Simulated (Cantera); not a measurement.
A perfectly stirred reactor is fed with 4.93 % CH4, 0.321 % CO, 17.8 % O2, 67.1 % N2, 9.86 % CO2, equivalence ratio 0.56, at 5.00 bar; it is adiabatic with a 798 K inlet, and is followed from long to short residence time, starting on the burning branch (τ in s: 0.027, 0.011, 0.0046, 0.0019, 0.00078, 0.00032, 0.00013, 5.5e-05, 2.3e-05).

Computed with Cantera and GRI-Mech 3.0 (53 species, 325 reactions).

### Question
Predict: blow-out, bracketed by the residence times tried; x(CH4) at τ = 27.0 ms; x(CO) at τ = 27.0 ms; x(O2) at τ = 27.0 ms; x(CH2O) at τ = 27.0 ms; x(CH4) at τ = 0.780 ms; x(CO) at τ = 0.780 ms; x(O2) at τ = 0.780 ms; x(C2H6) at τ = 0.780 ms; x(CH2O) at τ = 0.780 ms.

### Answer
```json
{
 "blow_out_bracketed_by_the_residence_times_tried": "burning at 0.130 ms, out at 55.0 µs",
 "x(CH4) at τ = 27.0 ms": "1.19e-5",
 "x(CO) at τ = 27.0 ms": "0.000397",
 "x(O2) at τ = 27.0 ms": "0.0779",
 "x(CH2O) at τ = 27.0 ms": "1.41e-6",
 "x(CH4) at τ = 0.780 ms": "0.000143",
 "x(CO) at τ = 0.780 ms": "0.00408",
 "x(O2) at τ = 0.780 ms": "0.0797",
 "x(C2H6) at τ = 0.780 ms": "3.45e-8",
 "x(CH2O) at τ = 0.780 ms": "1.89e-5"
}
```
